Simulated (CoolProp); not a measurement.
Vapour-liquid equilibrium of R22 (1) + R114 (2) at 8.78 bar; x and y are mole fractions of (1).

Values from CoolProp's multi-fluid Helmholtz-energy mixture model, Kamei 1995 and Platzer 1990; pair parameters Bell 2016. This equation is an older, rougher fit; its heat capacities, sound speeds and derivatives of the liquid may be far off and weren't checked against measurements.

Task: Give the bubble temperature and the first vapour's composition at x = 0.125, 0.275, 0.5. Is there an azeotrope?

Result: x = 0.125: 333.0 K, y = 0.370; x = 0.275: 320.0 K, y = 0.595; x = 0.5: 308.2 K, y = 0.772. No azeotrope shows between x = 0.05 and 0.95.

The pair parameters rest on a limited set of measurements; away from them the model extrapolates.
